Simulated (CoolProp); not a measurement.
Vapour-liquid equilibrium of trans-2-butene (1) + acetone (2) at 363.6 K; x and y are mole fractions of (1).

The numbers come from the multi-fluid Helmholtz-energy mixture model, Lemmon 2005 and Lemmon 2006; pair parameters Bell 2016 in CoolProp.

| x | bubble pressure (kPa) | y at the bubble point | dew pressure at overall composition x (kPa) | liquid density (mol/L) |
|---|---|---|---|---|
| 0.05 | 392.4 | 0.276 | 303.9 | … |
| 0.2 | 651.3 | … | 357.6 | 11.41 |
| 0.35 | 834.3 | 0.714 | 432.8 | 10.86 |
| 0.5 | 961.8 | 0.779 | 544.9 | 10.35 |
| 0.65 | 1059 | … | … | … |
| 0.8 | 1145 | 0.886 | 1003 | 9.458 |
| 0.95 | 1222 | 0.964 | 1211 | 9.131 |

### Question
Complete the blanks.

### Answer

- 0.05, liquid density (mol/L): 11.97
- 0.2, y at the bubble point: 0.597
- 0.65, y at the bubble point: 0.830
- 0.65, dew pressure at overall composition x (kPa): 725.0
- 0.65, liquid density (mol/L): 9.872

No azeotrope shows between x = 0.05 and 0.95.

The pair parameters rest on a limited set of measurements; away from them the model extrapolates.
